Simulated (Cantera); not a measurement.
## Adiabatic ignition

An adiabatic, constant-pressure homogeneous reactor starts with 19.9 % H2, 16.8 % O2, 63.3 % N2, at 1750 K and 1.00 bar.

Detailed kinetics in Cantera: the H2/O2 subset of GRI-Mech 3.0, which has no nitrogen chemistry.

```csv
t (s),T (K),x H2,x O2,x HO2,x OH,x H,x O,x H2O
7.00e-6,1805,0.0643,0.0999,3.15e-5,0.0188,0.0638,0.0250,0.0933
1.43e-5,2006,0.0292,0.0736,2.01e-5,0.0261,0.0575,0.0378,0.131
2.90e-5,2229,0.0269,0.0712,1.37e-5,0.0309,0.0397,0.0316,0.143
5.91e-5,2460,0.0224,0.0696,1.00e-5,0.0335,0.0240,0.0238,0.158
0.000120,2661,0.0165,0.0690,1.16e-5,0.0328,0.0127,0.0162,0.174
0.000245,2753,0.0133,0.0691,1.51e-5,0.0311,0.00846,0.0125,0.181
0.000499,2760,0.0130,0.0691,1.55e-5,0.0309,0.00814,0.0122,0.182
0.00102,2760,0.0130,0.0691,1.55e-5,0.0309,0.00814,0.0122,0.182
0.00207,2760,0.0130,0.0691,1.55e-5,0.0309,0.00814,0.0122,0.182
0.00421,2760,0.0130,0.0691,1.55e-5,0.0309,0.00814,0.0122,0.182
0.00857,2760,0.0130,0.0691,1.55e-5,0.0309,0.00814,0.0122,0.182
0.0175,2760,0.0130,0.0691,1.55e-5,0.0309,0.00814,0.0122,0.182
0.0355,2760,0.0130,0.0691,1.55e-5,0.0309,0.00814,0.0122,0.182
0.0724,2760,0.0130,0.0691,1.55e-5,0.0309,0.00814,0.0122,0.182
0.147,2760,0.0130,0.0691,1.55e-5,0.0309,0.00814,0.0122,0.182
0.300,2760,0.0130,0.0691,1.55e-5,0.0309,0.00814,0.0122,0.182
```
x: mole fraction; the columns are a selection and need not sum to one.

The time of steepest temperature rise comes out as 6.93 µs. The temperature at 0.300 s is 2760 K, the equilibrium temperature comes out as 2760 K and the x(H2) at 0.300 s comes out as 0.0130 (gas-phase equilibrium 0.0130). The x(O2) at 0.300 s is 0.0691 (gas-phase equilibrium 0.0691) and the x(HO2) at 0.300 s is 1.55e-5 (gas-phase equilibrium 1.55e-5).
